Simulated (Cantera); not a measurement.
Source: NASA polynomial tables (part measured, part estimated), evaluated in Cantera. Values are per mole of reaction as written; species without (g) are pure solids or liquids, kept so even where they would boil at 1 bar.

BaBr₂ → Ba + Br₂(g), with ΔH° = 788.6 kJ and ΔS° = 159.2 J/K at 300 K.

### Question
How far is the shortcut ΔG° ≈ ΔH°(300 K) − T·ΔS°(300 K) from the full temperature-dependent value at 1398, 1498, 1598, 1698, 1798 K?

### Answer
```
T (K)  shortcut (kJ)  full (kJ)  difference (kJ)  difference in log10 K  condensed phases
-----  -------------  ---------  ---------------  ---------------------  ----------------
1398           566.1      584.7            -18.7                   0.70   BaBr₂(l), Ba(l)
1498           550.1      573.3            -23.1                   0.81   BaBr₂(l), Ba(l)
1598           534.2      562.0            -27.8                   0.91   BaBr₂(l), Ba(l)
1698           518.3      550.9            -32.6                   1.00   BaBr₂(l), Ba(l)
1798           502.4      540.0            -37.6                   1.09   BaBr₂(l), Ba(l)
```
The shortcut ignores heat capacities and the phase changes listed.
